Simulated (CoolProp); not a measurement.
Vapour-liquid equilibrium of R143a (1) + n-butane (2) at 257.6 K; x and y are mole fractions of (1).

Values from CoolProp's multi-fluid Helmholtz-energy mixture model, Lemmon and Jacobsen 2000 and Bücker 2006; pair parameters Bell 2016.

Give the bubble pressure and the first vapour's composition at x = 0.05, 0.85, 0.95. Is there an azeotrope?

x = 0.05: 122.1 kPa, y = 0.557; x = 0.85: 348.0 kPa, y = 0.924; x = 0.95: 363.1 kPa, y = 0.969. No azeotrope shows between x = 0.05 and 0.95.

The pair parameters rest on a limited set of measurements; away from them the model extrapolates. With so large a gap from Raoult's law the liquid may split in two, which this calculation doesn't test in full.
